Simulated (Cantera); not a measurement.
What does this Cantera script print?

```python
import numpy as np
import cantera as ct

gas = ct.Solution("h2o2.yaml")
gas.TPX = 850, 76000, {'H2': 1.1, 'O2': 1, 'N2': 4.2}
reactor = ct.IdealGasConstPressureReactor(gas, energy="off", clone=False)
net = ct.ReactorNet([reactor])
net.rtol, net.atol = 1e-08, 1e-18
show = ['H2', 'O2', 'H2O', 'OH', 'O', 'H', 'H2O2']
times = np.geomspace(7e-05, 20, 9)

steps = ct.SolutionArray(gas, extra=["t"])
rows = []
print(f"{'t/s':>10s}{'T/K':>9s}{'P/Pa':>11s}" + "".join(f"{s:>11s}" for s in show))
for t in times:
    while net.time < t:
        t_next = net.step()
        steps.append(gas.state, t=t_next)
    rows.append([np.interp(t, steps.t, y) for y in (steps.T, steps.P, *steps(*show).X.T)])
    print(f"{t:10.3e}{rows[-1][0]:9.1f}{rows[-1][1]:11.4g}" + "".join(f"{x:11.3e}" for x in rows[-1][2:]))
rate = np.gradient(steps.T, steps.t)
print("integrator steps:", len(steps.t))
if steps.T.max() > steps.T[0] + 200:
    print(f"time of steepest temperature rise: {steps.t[rate.argmax()]:.4e} s")
gas.TPX = 850, 76000, {'H2': 1.1, 'O2': 1, 'N2': 4.2}
gas.equilibrate("TP")
print(f"equilibrium (TP): T = {gas.T:.1f} K  " + "  ".join(f"{s} {gas[s].X[0]:.3e}" for s in show))
```

Result:

```
       t/s      T/K       P/Pa         H2         O2        H2O         OH          O          H       H2O2
 7.000e-05    850.0    7.6e+04  1.746e-01  1.587e-01  3.251e-12  4.559e-14  2.207e-13  1.591e-12  7.073e-15
 3.366e-04    850.0    7.6e+04  1.746e-01  1.587e-01  2.100e-11  4.749e-14  2.312e-13  1.644e-12  1.984e-13
 1.618e-03    850.0    7.6e+04  1.746e-01  1.587e-01  1.086e-10  4.937e-14  2.402e-13  1.709e-12  4.857e-12
 7.782e-03    850.0    7.6e+04  1.746e-01  1.587e-01  5.794e-10  5.897e-14  2.856e-13  2.031e-12  1.143e-10
 3.742e-02    850.0    7.6e+04  1.746e-01  1.587e-01  4.237e-09  1.201e-13  5.493e-13  3.907e-12  2.807e-09
 1.799e-01    850.0    7.6e+04  1.746e-01  1.587e-01  9.949e-08  1.073e-12  3.934e-12  2.798e-11  1.018e-07
 8.651e-01    850.0    7.6e+04  1.746e-01  1.587e-01  2.470e-05  7.533e-11  1.633e-10  1.162e-09  1.516e-05
 4.159e+00    850.0    7.6e+04  1.664e-01  1.546e-01  8.309e-03  4.020e-09  5.155e-09  3.731e-08  7.667e-04
 2.000e+01    850.0    7.6e+04  8.224e-02  1.159e-01  1.006e-01  6.164e-09  4.415e-09  2.204e-08  6.183e-04
integrator steps: 671
equilibrium (TP): T = 850.0 K  H2 3.623e-13  O2 7.826e-02  H2O 1.913e-01  OH 4.252e-09  O 2.395e-13  H 1.424e-17  H2O2 1.380e-11
```

Detailed kinetics in Cantera: the H2/O2 subset of GRI-Mech 3.0, which has no nitrogen chemistry. Below about 950 K walls govern HO2 and H2O2 in real vessels. The temperature is held fixed by assumption; the heat of reaction is taken as removed at once.
